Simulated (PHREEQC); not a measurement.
Consider water at 25 °C and 300 atm with 0.0013 mol/kgw FeCl3 and 0.00092 mol/kgw K2SiO3. Closed to the air; pH follows from the charge balance.

Equilibrium calculation in PHREEQC: ion-association model, phreeqc.dat.

Precipitation was switched off in this run.

### Question
Predict the pH, ionic strength.

### Answer
pH 3.69; ionic strength 0.00452 mol/kgw.

### Question
In which forms is Fe present?

### Answer
Fe(OH)2+ 59 %, FeOH+2 37 %, Fe2(OH)2+4 1.7 %, Fe+3 1.3 %, Fe3(OH)4+5 0.7 % of the Fe.

Examples of supersaturated solids here: Hematite (slow to form), Goethite (slow to form). Others may be too. Under pressure, the constants of complexes without a molar volume in the database are unreliable.
